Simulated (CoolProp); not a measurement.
Vapour pressure (MPa) of sulfur hexafluoride: the reference equation beside estimates from Tc = 318.7 K, pc = 3.755 MPa, ω = 0.210. Clausius-Clapeyron is anchored at 267.7 K with a constant enthalpy of vaporisation of 12.82 kJ/mol.

The numbers come from the reference Helmholtz-energy equation of state, Guder 2009 in CoolProp.

```csv
T (K),reference,Clausius-Clapeyron,van der Waals,Soave-Redlich-Kwong,Peng-Robinson
243.7,0.5019,0.6089,1.164,0.5120,0.5068
249.7,0.6158,0.7088,1.306,0.6283,0.6212
255.7,0.7479,0.8193,1.458,0.7632,0.7540
261.7,0.8998,0.9407,1.622,0.9184,0.9070
267.7,1.074,1.074,1.796,1.096,1.082
273.7,1.271,1.218,1.982,1.297,1.281
279.7,1.494,1.374,2.179,1.524,1.506
285.7,1.744,1.543,2.388,1.778,1.759
```

Absolute difference from the reference over all 8 rows, mean and median: Clausius-Clapeyron 9.3 and 8.8 %, van der Waals 78.1 and 73.7 %, Soave-Redlich-Kwong 2.0 and 2.0 %, Peng-Robinson 0.8 and 0.8 %.
